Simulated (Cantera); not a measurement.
An isothermal, constant-pressure homogeneous reactor starts with 4.68 % H2, 55.1 % O2, 40.2 % N2, at 1400 K and 1.58 Torr.

Detailed kinetics in Cantera: the H2/O2 subset of GRI-Mech 3.0, which has no nitrogen chemistry. Radical loss at walls, strong at low pressure, is not modelled. The temperature is held fixed by assumption; the heat of reaction is taken as removed at once.

One state of this run: x H2 = 0.00112; x O2 = 0.514; x H = 0.00726; x OH = 0.00512; x H2O = 0.0396; x O = 0.0303. x: mole fraction; the columns are a selection and need not sum to one.

Q: Which value of t (s) does it belong to?
(A) 0.00434
(B) 0.000700
(C) 0.00174
(D) 0.167

A: D, 0.167
